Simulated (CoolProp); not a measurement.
Values from CoolProp's reference Helmholtz-energy equation of state, Jacobsen 1992.

### Question
Give the vapour pressure (MPa), vapour density (kg/m³), liquid cp (kJ/(kg K)), liquid viscosity (µPa s) of saturated R11 at 281.6 K.

### Answer
```csv
T (K),p (MPa),vapour density (kg/m³),liquid cp (kJ/(kg K)),liquid viscosity (µPa s)
281.6,0.0571,3.43,0.866,514
```

Viscosity comes from a separate model (Klein 1997), an estimate that may be off by 10 % or more.
